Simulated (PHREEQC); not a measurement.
Consider water at 25 °C with 0.069 mol NH4F, 6.7e-05 mol Na2CO3 and 0.0053 mol NH4HF2 per kg of water. Closed to the air; pH follows from the charge balance.

Computed with PHREEQC (ion-association model, wateq4f.dat).

This is a speciation only: nothing precipitates in the calculation.

Problem. Predict the pH.

Solution. pH 4.34.

Problem. In which forms is F present?

Solution. F- 92 %, HF 4.9 %, HF2- 2.8 % of the F.
